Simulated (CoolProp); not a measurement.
Values from CoolProp's reference Helmholtz-energy equation of state, Colonna 2008. It is a short technical equation, of lower accuracy than the large ones.

**Question.** Give the vapour pressure (bar), liquid density (kg/m³), enthalpy of vaporisation (kJ/kg), surface tension (mN/m) of saturated dodecamethylcyclohexasiloxane (D6) at 174.45 °C.

**Answer.** 
```
T (°C)  p (bar)  liquid density (kg/m³)  enthalpy of vaporisation (kJ/kg)  surface tension (mN/m)
------  -------  ----------------------  --------------------------------  ----------------------
174.45    0.153                     798                               118                    7.77
```

Surface tension comes from a separate correlation (Mulero 2014).
